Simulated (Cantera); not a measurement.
Gas mixture: 53.1 % NO, 46.9 % N2O, at 100.0 Torr, frozen composition.

Cantera's kinetic-theory transport with the Lennard-Jones parameters of GRI-Mech 3.0, ideal gas; thermal conductivity in the multicomponent form. The composition is frozen, though it would react at the higher temperatures.

One state of this run: ρ (kg/m³) = 0.0489; cp (J/kg/K) = 1235; μ (µPa s) = 47.0; λ (mW/m/K) = 79.8; Pr = 0.727; D (cm²/s) CO2 = 11.7; D (cm²/s) OH = 22.6; D (cm²/s) CH4 = 16.5. D: mixture-averaged diffusion coefficient of that species in the mixture.

Q: Which value of T (K) does it belong to?
A) 800
B) 1200
C) 400
D) 700

A: B, 1200
